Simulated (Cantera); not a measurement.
# Reactions in the system Cu-F-O

Cantera with NASA thermochemical tables; ideal gases at 1 bar, condensed phases pure. Values are per mole of reaction as written; species without (g) are pure solids or liquids, kept so even where they would boil at 1 bar.

2 CuF2(g) + O(g) ⇌ Cu2O + 2 F2(g)

```json
[
 {"T (K)": "300", "ΔH° (kJ)": "114.0", "ΔS° (J/K)": "-197.2", "ΔG° (kJ)": "173.2", "log10 K": "-30.15"},
 {"T (K)": "423", "ΔH° (kJ)": "115.1", "ΔS° (J/K)": "-194.3", "ΔG° (kJ)": "197.3", "log10 K": "-24.36"},
 {"T (K)": "523", "ΔH° (kJ)": "116.2", "ΔS° (J/K)": "-192.0", "ΔG° (kJ)": "216.6", "log10 K": "-21.63"},
 {"T (K)": "623", "ΔH° (kJ)": "117.5", "ΔS° (J/K)": "-189.7", "ΔG° (kJ)": "235.7", "log10 K": "-19.76"},
 {"T (K)": "723", "ΔH° (kJ)": "119.0", "ΔS° (J/K)": "-187.5", "ΔG° (kJ)": "254.5", "log10 K": "-18.39"},
 {"T (K)": "823", "ΔH° (kJ)": "120.7", "ΔS° (J/K)": "-185.3", "ΔG° (kJ)": "273.2", "log10 K": "-17.34"},
 {"T (K)": "923", "ΔH° (kJ)": "122.5", "ΔS° (J/K)": "-183.2", "ΔG° (kJ)": "291.6", "log10 K": "-16.50"},
 {"T (K)": "1023", "ΔH° (kJ)": "124.5", "ΔS° (J/K)": "-181.1", "ΔG° (kJ)": "309.8", "log10 K": "-15.82"},
 {"T (K)": "1123", "ΔH° (kJ)": "126.8", "ΔS° (J/K)": "-179.0", "ΔG° (kJ)": "327.8", "log10 K": "-15.25"},
 {"T (K)": "1223", "ΔH° (kJ)": "129.4", "ΔS° (J/K)": "-176.8", "ΔG° (kJ)": "345.6", "log10 K": "-14.76"}
]
```
